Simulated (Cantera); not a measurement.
A closed system holds: 1 mol trisilylamine, 4.8 mol N2, 0.8 mol H2, held at 1125 °C and 4.70 mbar.

Equilibrium computed with Cantera from the NASA thermochemical tables; the gas is ideal and each condensed phase is pure. Candidate condensed phases: Si, Si3N4; 18 gas species. The feed counts by its element totals alone. Equilibrium is a limit: real reactors are often held back by kinetics, nucleation or transport.

Problem. What is the equilibrium state?

Solution. 
| Quantity | Value |
|---|---|
| x(H2) | 0.616 |
| x(N2) | 0.384 |
| x(H) | 5.42e-5 |
| n(Si3N4(s)) | 1.00 mol |
| gas amount | 8.600 mol |
| log10 activity of Si(s) (absent) | -1.68 |
